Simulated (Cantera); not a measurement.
# Ammonia decomposition in nitride growth gas

An isothermal, constant-pressure homogeneous reactor starts with 45.5 % NH3, 54.5 % N2, at 2250 K and 1.38 atm.

Detailed kinetics in Cantera: the gas-phase N/H chemistry of the illustrative SiF4/NH3 mechanism in the Surface Chemkin manual (1991). Walls and surfaces, which speed up NH3 decomposition in real reactors, are not modelled.

| t (s) | x NH3 | x N | x H | x N2H2 | x NH2 | x H2 | x N2H4 |
|---|---|---|---|---|---|---|---|
| 9.00e-6 | 0.453 | 3.29e-8 | 4.59e-6 | 1.30e-6 | 0.00129 | 0.000735 | 1.78e-7 |
| 3.53e-5 | 0.447 | 2.55e-7 | 1.80e-5 | 8.23e-6 | 0.00289 | 0.00506 | 9.01e-7 |
| 0.000138 | 0.426 | 1.07e-6 | 6.25e-5 | 8.46e-6 | 0.00267 | 0.0276 | 7.65e-7 |
| 0.000541 | 0.353 | 2.91e-6 | 0.000194 | 6.33e-6 | 0.00202 | 0.103 | 4.39e-7 |
| 0.00212 | 0.184 | 4.46e-6 | 0.000573 | 2.76e-6 | 0.00118 | 0.278 | 1.50e-7 |
| 0.00830 | 0.0228 | 4.66e-6 | 0.00170 | 2.50e-7 | 0.000273 | 0.444 | 8.05e-9 |
| 0.0325 | 0.000262 | 7.77e-7 | 0.00428 | 4.04e-10 | 7.55e-6 | 0.465 | 6.12e-12 |
| 0.127 | 3.69e-5 | 1.12e-7 | 0.00431 | 1.22e-11 | 1.07e-6 | 0.466 | <1e-12 |
| 0.499 | 9.17e-6 | 2.79e-8 | 0.00431 | 4.57e-12 | 2.66e-7 | 0.466 | <1e-12 |
| 1.95 | 4.63e-6 | 1.41e-8 | 0.00431 | 4.20e-12 | 1.34e-7 | 0.466 | <1e-12 |
| 7.66 | 4.51e-6 | 1.37e-8 | 0.00431 | 4.19e-12 | 1.31e-7 | 0.466 | <1e-12 |
| 30.0 | 4.51e-6 | 1.37e-8 | 0.00431 | 4.19e-12 | 1.31e-7 | 0.466 | <1e-12 |
x: mole fraction; the columns are a selection and need not sum to one.

Equilibrium at this temperature and pressure: NH3 4.51e-6, N 1.37e-8, H 0.00431, N2H2 4.19e-12, NH2 1.31e-7, H2 0.466, N2H4 <1e-12 (gas phase only).
